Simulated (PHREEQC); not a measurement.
0.66 g of hydrous ferric oxide (600 m²/g; 0.2 weak and 0.005 strong sites per Fe, Dzombak-Morel constants, diffuse double layer) in 1 kg of water with 0.01 mol/kgw of an inert sodium salt and 1.6 mmol/kgw NaF, at 25 °C; the pH is set by adding NaOH or the inert anion's acid. O2 is buffered at 0.21 atm. The system is closed to CO2. No solid was allowed to form.

Equilibrium calculation in PHREEQC: ion-association model, wateq4f.dat.

| pH | F sorbed (%) | surface charge σ (C/m²) | surface potential ψ (mV) |
|---|---|---|---|
| 3 | 61.8 | 0.121 | 149 |
| 3.5 | 64.4 | 0.100 | 141 |
| 4 | 63.3 | 0.084 | 132 |
| 4.5 | 59.1 | 0.067 | 122 |
| 5 | 52.6 | 0.051 | 108 |
| 5.5 | 44.3 | 0.038 | 93 |
| 6 | 35.0 | 0.027 | 77 |
| 6.5 | 25.5 | 0.019 | 61 |
| 7 | 16.6 | 0.012 | 43 |
| 7.5 | 9.3 | 0.006 | 24 |
| 8 | 4.4 | 0.000 | 2 |
| 8.5 | 1.7 | -0.006 | -23 |
| 9 | 0.6 | -0.014 | -49 |
| 9.5 | 0.2 | -0.026 | -75 |
| 10 | 0.1 | -0.043 | -99 |
| 10.5 | 0.0 | -0.068 | -122 |
| 11 | 0.0 | -0.104 | -141 |

The oxide is taken as insoluble; below pH 4 it would dissolve.
